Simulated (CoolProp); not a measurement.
Values from CoolProp's reference Helmholtz-energy equation of state, Lemmon 2005. It is a short technical equation, of lower accuracy than the large ones.

Question: For isobutene, give the phase and the cp (kJ/(kg K)), cv (kJ/(kg K)), speed of sound (m/s), Joule-Thomson coefficient (K/MPa) at 465.9 K and 20.1 kPa; 465.9 K and 932 kPa.

Answer: 
- 465.9 K and 20.1 kPa: gas; cp 2.22, cv 2.07, speed of sound 272, Joule-Thomson coefficient 6.25
- 465.9 K and 932 kPa: gas; cp 2.28, cv 2.09, speed of sound 258, Joule-Thomson coefficient 6.68
